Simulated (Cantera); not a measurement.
A Cantera script and what it prints.

```python
import numpy as np
import cantera as ct

gas_names = [...]  # 87 gases of nasa_gas.yaml made of C, H, Si
cond_names = """
    C(gr) C6H6(L) C7H8(L) C8H18(L),n-octa Si(cr) Si(L) SiC(b)
""".split()


# ... load() reads the species with a 1 bar reference pressure and builds the phases ...
atoms = {
    'CH3SiH3': {'C': 1, 'H': 6, 'Si': 1},
    'C2H2': {'C': 2, 'H': 2},
    'H2': {'H': 2},
    'CH4': {'C': 1, 'H': 4},
}
top_T = {'C(gr)': 4500, 'SiC(b)': 3050}  # K; cautious upper limits of use, not melting points


# ... equilibrate(T, P, feed) seeds the gas with the atoms and calls Mixture.equilibrate('TP', solver="vcs", rtol=1e-11, max_steps=5000) ...
results = []
feed = {'CH3SiH3': 1, 'C2H2': 0.29, 'H2': 520, 'CH4': 2.7}  # mol
P = 870  # Pa
for T in [1648, 1748, 1848, 1948, 2048, 2148, 2248, 2348, 2448, 2548]:
    mix = equilibrate(T, P, feed)
    results.append((T, P, feed, dict(zip(mix.species_names, mix.species_moles))))

top = {s: max(r[3][s] / sum(r[3][g] for g in gas_names) for r in results) for s in gas_names}
cols = sorted((s for s in top if top[s] > 0.0001), key=lambda s: -top[s])[:6]
seen = [c for c in cond_names if any(r[3].get(c, 0) > 1e-12 for r in results)]
print("log10 of partial pressures in bar; condensed amounts in mol")
print(f"{'T/K':>10s}" + "".join(f"{s[:9]:>10s}" for s in cols + seen))
for T, P, feed, n in results:
    ng = sum(n[g] for g in gas_names)
    print(f"{T:10.4g}" + "".join(f"{np.log10(max(n[s] / ng * P / 1e5, 1e-99)):10.3f}" for s in cols)
          + "".join(f"{n.get(c, 0):10.4g}" for c in seen))
```

It prints:

```
log10 of partial pressures in bar; condensed amounts in mol
       T/K        H2         H C2H2,acet        Si      SiC2     C(gr)    SiC(b)
      1648    -2.061    -5.081    -6.410    -8.498   -10.757     3.227    0.9997
      1748    -2.062    -4.672    -6.009    -7.562    -9.534     3.158    0.9979
      1848    -2.063    -4.307    -5.652    -6.728    -8.446     3.018    0.9864
      1948    -2.066    -3.980    -5.334    -5.981    -7.472      2.78    0.9248
      2048    -2.072    -3.686    -5.051    -5.307    -6.596     2.502    0.6387
      2148    -2.081    -3.421    -4.799    -4.873    -5.978     2.137         0
      2248    -2.097    -3.182    -4.577    -4.874    -5.814    0.6958         0
      2348    -2.120    -2.969    -4.510    -4.878    -5.794         0         0
      2448    -2.155    -2.779    -4.529    -4.885    -5.847         0         0
      2548    -2.206    -2.613    -4.560    -4.900    -5.902         0         0
```

Equilibrium computed with Cantera from the NASA thermochemical tables; the gas is ideal and each condensed phase is pure. The feed counts by its element totals alone. Gases not in the tables: Si2H6 and higher silanes.
